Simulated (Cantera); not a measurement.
An adiabatic, constant-volume homogeneous reactor starts with CH₄ : O₂ : N₂ : H₂O = 1 : 2.86 : 10.6 : 1.3 (molar parts), at 1575 K and 1.00 bar. Integrator tolerance rtol = 1e-08.

Detailed kinetics in Cantera: GRI-Mech 3.0 (53 species, 325 reactions).

Task: What does this change do: initial temperature 1575 to 1100 K?

Result: 
```csv
quantity,before,after
time of steepest temperature rise,0.560 ms,0.187 s
temperature at 2.00 s,2701 K,2506 K
equilibrium temperature,2701 K,2506 K
x(CH₄) at 2.00 s,<1e-12 (gas-phase equilibrium <1e-12),<1e-12 (gas-phase equilibrium <1e-12)
x(O₂) at 2.00 s,0.0509 (gas-phase equilibrium 0.0509),0.0500 (gas-phase equilibrium 0.0500)
x(H₂O) at 2.00 s,0.183 (gas-phase equilibrium 0.183),0.197 (gas-phase equilibrium 0.197)
x(CO) at 2.00 s,0.0154 (gas-phase equilibrium 0.0154),0.00638 (gas-phase equilibrium 0.00638)
x(CH₂O) at 2.00 s,9.82e-11 (gas-phase equilibrium 9.82e-11),2.11e-11 (gas-phase equilibrium 2.11e-11)
x(C₂H₄) at 2.00 s,<1e-12 (gas-phase equilibrium <1e-12),<1e-12 (gas-phase equilibrium <1e-12)
x(CH₂) at 2.00 s,<1e-12 (gas-phase equilibrium <1e-12),<1e-12 (gas-phase equilibrium <1e-12)
```

Task: What does this change do: pressure from 1.00 bar to 12.0 bar?

Result: 
```
quantity                                                              before                                      after
---------------------------------  -----------------------------------------  -----------------------------------------
time of steepest temperature rise                                   0.560 ms                                    75.7 µs
temperature at 2.00 s                                                 2701 K                                     2846 K
equilibrium temperature                                               2701 K                                     2846 K
x(CH₄) at 2.00 s                       <1e-12 (gas-phase equilibrium <1e-12)      <1e-12 (gas-phase equilibrium <1e-12)
x(O₂) at 2.00 s                        0.0509 (gas-phase equilibrium 0.0509)      0.0472 (gas-phase equilibrium 0.0472)
x(H₂O) at 2.00 s                         0.183 (gas-phase equilibrium 0.183)        0.193 (gas-phase equilibrium 0.193)
x(CO) at 2.00 s                        0.0154 (gas-phase equilibrium 0.0154)    0.00959 (gas-phase equilibrium 0.00959)
x(CH₂O) at 2.00 s                  9.82e-11 (gas-phase equilibrium 9.82e-11)  4.19e-10 (gas-phase equilibrium 4.19e-10)
x(C₂H₄) at 2.00 s                      <1e-12 (gas-phase equilibrium <1e-12)      <1e-12 (gas-phase equilibrium <1e-12)
x(CH₂) at 2.00 s                       <1e-12 (gas-phase equilibrium <1e-12)      <1e-12 (gas-phase equilibrium <1e-12)
```
The pressure lies above the range GRI-Mech 3.0 was tuned for (to about 10 atm).
